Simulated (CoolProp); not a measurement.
Vapour-liquid equilibrium of dimethyl ether (1) + R236EA (2) at 257.8 K; x and y are mole fractions of (1).

Values from CoolProp's multi-fluid Helmholtz-energy mixture model, Wu 2011 and Rui 2013; pair parameters Bell 2016.

**Question.** Give the bubble pressure and the first vapour's composition at x = 0.35, 0.5, 0.875. Is there an azeotrope?

**Answer.** x = 0.35: 0.04921 MPa, y = 0.541; x = 0.5: 0.06266 MPa, y = 0.763; x = 0.875: 0.1281 MPa, y = 0.988. No azeotrope shows between x = 0.05 and 0.95.

Pair parameters are fitted to limited data, so mixtures are less certain than the pure fluids.
